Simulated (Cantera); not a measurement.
Charge: 1 mol SiCl4, 3.1 mol NH3, 1.4 mol H2.

Cantera equilibrium calculation (NASA polynomials, part measured and part estimated; ideal gas, pure solids and liquids). Candidate condensed phases: NH4Cl, Si, Si3N4; 28 gas species. The tables' values for SiCl3 are old estimates. The numbers say what is thermodynamically allowed, not how fast it happens.

What condenses at these points (T in °C, P in Pa): (1327, 17); (1177, 100000); (1027, 8400); (427, 59); (877, 8400)?


```csv
T (°C),P in Pa,condensed phases,Si condensed (%)
1327,17,gas only,0.0
1177,100000,Si3N4,74.5
1027,8400,Si3N4,81.1
427,59,Si3N4,73.8
877,8400,Si3N4,79.5
```
